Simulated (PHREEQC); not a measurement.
Dissolve 0.21 mol HF, 0.004 mol ZnSO4 and 0.0028 mol CuCl2 per kg of water at 20 °C. Closed to the air; pH follows from the charge balance.

Model: ion-association model, phreeqc.dat, run in PHREEQC.

No solid was allowed to form.

Q: Estimate the pH, ionic strength.

A: pH 1.83; ionic strength 0.0367 mol/kgw.

Q: In which forms is S present?

A: SO4-2 48 %, HSO4- 37 %, ZnSO4 9.2 %, CuSO4 5.7 % of the S.
